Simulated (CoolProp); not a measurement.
R114 along the isotherm 455.5 K: Z from the reference equation and from simpler models built on Tc = 420.6 K, pc = 33.52 bar, ω = 0.252; each cubic takes its own stable root.

Model: reference Helmholtz-energy equation of state, Platzer 1990, in CoolProp. This equation is an older, rougher fit.

| p (bar) | phase | reference |
|---|---|---|
| 1.05 | gas | 0.9919 |
| 2.1 | gas | 0.9836 |
| 3.14 | gas | 0.9754 |
| 4.19 | gas | 0.9670 |
| 5.24 | gas | 0.9585 |
| 6.29 | gas | 0.9499 |
| 7.33 | gas | 0.9412 |
| 8.38 | gas | 0.9324 |
| 9.43 | gas | 0.9234 |
| 10.5 | gas | 0.9142 |
| 11.5 | gas | 0.9055 |
| 12.6 | gas | 0.8958 |
| 13.6 | gas | 0.8868 |
| 14.7 | gas | 0.8768 |
| 15.7 | gas | 0.8676 |
| 16.8 | gas | 0.8573 |

**Question.** How far does each simpler model (Pitzer virial, van der Waals, Redlich-Kwong, Soave-Redlich-Kwong, Peng-Robinson) lie from the reference over these 16 states: mean and median of the absolute difference, and the worst?

**Answer.** 
- Pitzer virial: mean 0.4 %, median 0.2 %, worst +1.3 % at 455.5 K and 16.8 bar
- van der Waals: mean 0.4 %, median 0.4 %, worst +0.7 % at 455.5 K and 16.8 bar
- Redlich-Kwong: mean 0.3 %, median 0.3 %, worst -0.5 % at 455.5 K and 16.8 bar
- Soave-Redlich-Kwong: mean 0.1 %, median 0.1 %, worst +0.3 % at 455.5 K and 16.8 bar
- Peng-Robinson: mean 0.9 %, median 0.9 %, worst -1.6 % at 455.5 K and 16.8 bar
